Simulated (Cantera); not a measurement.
Charge: 1 mol MgO, 1.1 mol CO, at 2198 K and 1.30 mbar.

These are equilibrium values from Cantera (NASA tables, ideal gas, pure condensed phases), not measurements of a reactor. Candidate condensed phases: C, Mg, MgCO3, MgO; 15 gas species. Rates play no part.

Base state: CO 0.710, Mg 0.145, CO2 0.141, O 0.00242, O2 0.00107, MgO 0.000546 (mole fractions); condensed: MgO(s).

What changes in the equilibrium state with this change: temperature from 2198 K to 800 K?


| species | before | after |
|---|---|---|
| CO | 0.710 | 0.897 |
| CO2 | 0.141 | 0.103 |
| Mg | 0.145 | <1e-9 |
| O | 0.00242 | <1e-9 |
| O2 | 0.00107 | <1e-9 |
| MgO | 0.000546 | <1e-9 |
| MgO(s), mol | 0.811 | 1.00 |
| C(graphite), mol | 0 | 0.103 |

What changes in the equilibrium state with this change: temperature from 2198 K to 1848 K?


```json
[
 {"species": "CO", "before": "0.710", "after": "0.967"},
 {"species": "Mg", "before": "0.145", "after": "0.0163"},
 {"species": "CO2", "before": "0.141", "after": "0.0163"},
 {"species": "O2", "before": "0.00107", "after": "2.45e-8"},
 {"species": "O", "before": "0.00242", "after": "8.22e-7"},
 {"species": "MgO", "before": "0.000546", "after": "6.23e-7"},
 {"species": "MgO(s), mol", "before": "0.811", "after": "0.982"}
]
```

What changes in the equilibrium state with this change: pressure from 1.30 mbar to 0.133 bar?


```tsv
species	before	after
CO	0.710	0.967
Mg	0.145	0.0165
CO2	0.141	0.0165
O2	0.00107	7.71e-8
O	0.00242	2.03e-6
MgO	0.000546	5.32e-6
MgO(s), mol	0.811	0.982
```
